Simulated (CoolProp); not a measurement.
Vapour-liquid equilibrium of C2F6 (R116) (1) + R22 (2) at -54.65 °C; x and y are mole fractions of (1).

Values from CoolProp's multi-fluid Helmholtz-energy mixture model, Lemmon 2006 and Kamei 1995; pair parameters Bell 2016.

| x | bubble pressure, mixture model (MPa) | bubble pressure, Raoult's law (MPa) | y, mixture model | y, Raoult's law |
|---|---|---|---|---|
| 0.05 | 0.1241 | 0.06330 | 0.601 | 0.242 |
| 0.2 | 0.2273 | 0.1017 | 0.795 | 0.603 |
| 0.35 | 0.2558 | 0.1401 | 0.825 | 0.766 |
| 0.5 | 0.2664 | 0.1785 | 0.838 | 0.859 |
| 0.65 | 0.2766 | 0.2169 | 0.855 | 0.919 |
| 0.8 | 0.2900 | 0.2553 | 0.890 | 0.960 |
| 0.95 | 0.3035 | 0.2938 | 0.962 | 0.991 |

The largest gap from Raoult's law is +123.5 % in bubble pressure, at x = 0.2. No azeotrope shows between x = 0.05 and 0.95.

Pair parameters are fitted to limited data, so mixtures are less certain than the pure fluids. With so large a gap from Raoult's law the liquid may split in two, which this calculation doesn't test in full.
